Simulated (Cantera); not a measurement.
What does this Cantera script print?

```python
import numpy as np
import cantera as ct

gas_names = """
    C CN CO CO2 C2 CCN CNC C2N2 C2O C3 C3O2 C4 C4N2 C5 Fe FeC5O5 FeO N NCO NO NO2 NO3 N2 N2O O O2 O3
""".split()
cond_names = """
    C(gr) Fe(a) Fe(c) Fe(d) Fe(L) FeC5O5(L) FeO(s) FeO(L) Fe2O3(s) Fe3O4(s)
""".split()


# ... load() reads the species with a 1 bar reference pressure and builds the phases ...
atoms = {
    'Fe(CO)5': {'Fe': 1, 'C': 5, 'O': 5},
    'O2': {'O': 2},
    'N2': {'N': 2},
}
top_T = {'C(gr)': 4500, 'Fe2O3(s)': 1830, 'Fe3O4(s)': 1870}  # K; cautious upper limits of use, not melting points


# ... equilibrate(T, P, feed) seeds the gas with the atoms and calls Mixture.equilibrate('TP', solver="gibbs", rtol=1e-10, max_steps=50000) ...
results = []
feed = {'Fe(CO)5': 1, 'O2': 0.48, 'N2': 6.8}  # mol
P = 1333.22  # Pa
for T in [1148, 1223, 1298, 1373, 1448, 1523, 1598, 1673]:
    mix = equilibrate(T, P, feed)
    results.append((T, P, feed, dict(zip(mix.species_names, mix.species_moles))))

top = {s: max(r[3][s] / sum(r[3][g] for g in gas_names) for r in results) for s in gas_names}
cols = sorted((s for s in top if top[s] > 1e-05), key=lambda s: -top[s])[:8]
seen = [c for c in cond_names if any(r[3].get(c, 0) > 1e-12 for r in results)]
print("log10 of partial pressures in bar; condensed amounts in mol")
print(f"{'T/K':>10s}" + "".join(f"{s[:9]:>10s}" for s in cols + seen))
for T, P, feed, n in results:
    ng = sum(n[g] for g in gas_names)
    print(f"{T:10.4g}" + "".join(f"{np.log10(max(n[s] / ng * P / 1e5, 1e-99)):10.3f}" for s in cols)
          + "".join(f"{n.get(c, 0):10.4g}" for c in seen))
```

Output:

```
log10 of partial pressures in bar; condensed amounts in mol
       T/K        N2        CO       CO2        Fe     Fe(a)     Fe(c)     Fe(d)    FeO(s)    FeO(L)
      1148    -2.114    -2.332    -3.005   -11.098    0.9148         0         0   0.08519         0
      1223    -2.114    -2.326    -3.030    -9.976         0    0.8659         0    0.1341         0
      1298    -2.114    -2.322    -3.052    -8.987         0     0.825         0     0.175         0
      1373    -2.114    -2.318    -3.073    -8.108         0    0.7887         0    0.2113         0
      1448    -2.114    -2.315    -3.092    -7.322         0    0.7564         0    0.2435         0
      1523    -2.114    -2.312    -3.110    -6.615         0    0.7274         0    0.2724         0
      1598    -2.115    -2.310    -3.126    -5.976         0    0.7008         0    0.2982         0
      1673    -2.115    -2.306    -3.151    -5.397         0         0    0.6617         0    0.3347
```

Equilibrium computed with Cantera from the NASA thermochemical tables; the gas is ideal and each condensed phase is pure. Mutual solubility and eutectic melting of coexisting phases are not modelled. The tables' stoichiometric FeO is somewhat more stable than real wüstite, so its field is too wide. FeO: taken at fixed stoichiometry.
